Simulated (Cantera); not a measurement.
**CH₂F₂ + F₂ + H₂ (fluorocarbon and chlorocarbon gases)**

Charge: 1 mol CH₂F₂, 0.43 mol F₂, 4 mol H₂, equilibrated at 900 °C and 0.0638 Torr.

Equilibrium computed with Cantera from the NASA thermochemical tables; the gas is ideal and each condensed phase is pure. Candidate condensed phases: C, C₆H₆, C₇H₈, C₈H₁₈; 95 gas species. Equilibrium is a limit: real reactors are often held back by kinetics, nucleation or transport.

| Property | Value |
|---|---|
| x(H₂) | 0.555 |
| x(HF) | 0.445 |
| x(H) | 9.56e-6 |
| n(C(graphite)) | 1.000 mol |
| gas amount | 6.430 mol |
